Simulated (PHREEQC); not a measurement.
Solution (87 °C): 0.016 mol H2S per kg of water. Closed to the air; pH follows from the charge balance.

Model: ion-association model, phreeqc.dat, run in PHREEQC.

```json
[
 {"quantity": "pH", "before": "4.16", "after": "4.37"},
 {"quantity": "ionic strength (mol/kgw)", "before": "6.95e-5", "after": "4.31e-5"},
 {"quantity": "HS- (mol/kgw)", "before": "6.95e-5", "after": "4.31e-5"}
]
```

Task: Which change was made?
(A) temperature from 87 to 25 °C
(B) H2S from 0.016 to 0.0144 mol/kgw
(C) diluted 5-fold with water
(D) H2S from 0.016 to 0.0016 mol/kgw
(E) H2S replaced by NaHS at the same molality

Result: A, temperature from 87 to 25 °C

No solid was allowed to form. At this temperature some constants are extrapolated from 25 °C, and those without enthalpy data are left unchanged.
